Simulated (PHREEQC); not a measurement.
# Brine: speciation

Solution (20 °C): 0.0099 mol Na2SO4, 0.39 mol MgSO4 and 0.31 mol LiCl per kg of water. Closed to the air; pH follows from the charge balance.

The numbers come from PHREEQC with the ion-association model, phreeqc.dat.

```
Item                      Result
-----------------  -------------
ionic strength     0.985 mol/kgw
activity of water          0.980
density              1.053 g/cm³
```

| species | molality | activity | log γ |
|---|---|---|---|
| Cl- | 0.310 | 0.190 | -0.213 |
| Li+ | 0.279 | 0.189 | -0.170 |
| MgSO4 | 0.212 | 0.266 | 0.098 |
| Mg+2 | 0.178 | 0.0533 | -0.523 |
| SO4-2 | 0.154 | 0.0243 | -0.804 |
| LiSO4- | 0.0310 | 0.0200 | -0.191 |

Precipitation was switched off in this run. Caution: at this ionic strength the ion-association model is outside its range; a Pitzer model would be the better tool where its parameters exist.
